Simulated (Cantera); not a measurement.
# Hydrocarbon pyrolysis for carbon deposition

An isothermal, constant-pressure homogeneous reactor starts with 11.9 % CH4, 88.1 % N2, at 1500 K and 20.0 Torr.

Computed with Cantera and GRI-Mech 3.0 (53 species, 325 reactions). GRI-Mech 3.0 stops at C3 and has no aromatics, soot or wall deposition, so with more carbon than oxygen in the feed, carbon stays in small species such as C2H2 where larger ones or solid carbon would form. Radical loss at walls, strong at low pressure, is not modelled.

| t (s) | x CH4 | x H2 | x H | x CH2 | x C2H6 | x HCN | x C2H4 |
|---|---|---|---|---|---|---|---|
| 1.00e-5 | 0.119 | 3.10e-9 | 9.07e-9 | <1e-12 | <1e-12 | <1e-12 | <1e-12 |
| 5.37e-5 | 0.119 | 4.64e-8 | 1.90e-8 | <1e-12 | <1e-12 | <1e-12 | <1e-12 |
| 0.000289 | 0.119 | 3.31e-7 | 1.97e-8 | <1e-12 | 2.68e-12 | <1e-12 | 2.55e-12 |
| 0.00155 | 0.119 | 1.87e-6 | 1.97e-8 | 5.52e-12 | 4.36e-10 | <1e-12 | 5.82e-10 |
| 0.00833 | 0.119 | 1.03e-5 | 2.09e-8 | 1.42e-10 | 5.89e-8 | <1e-12 | 9.59e-8 |
| 0.0447 | 0.119 | 8.18e-5 | 5.11e-8 | 3.33e-9 | 4.46e-6 | <1e-12 | 1.33e-5 |
| 0.240 | 0.116 | 0.00274 | 7.96e-7 | 3.79e-8 | 7.59e-5 | 4.22e-11 | 0.000933 |
| 1.29 | 0.0892 | 0.0381 | 6.57e-6 | 3.62e-8 | 5.19e-5 | 4.11e-9 | 0.00180 |
| 6.93 | 0.0432 | 0.101 | 1.65e-5 | 1.80e-8 | 1.05e-5 | 3.59e-8 | 0.000288 |
| 37.2 | 0.00801 | 0.149 | 3.33e-5 | 6.63e-9 | 5.61e-7 | 1.71e-7 | 6.70e-5 |
| 200 | 0.000946 | 0.158 | 4.27e-5 | 1.15e-9 | 1.13e-8 | 3.94e-7 | 6.28e-5 |
x: mole fraction; the columns are a selection and need not sum to one.

Equilibrium at this temperature and pressure: CH4 0.000210, H2 0.159, H 4.33e-5, CH2 2.61e-10, C2H6 9.44e-10, HCN 0.0631, C2H4 2.58e-5 (gas phase only).
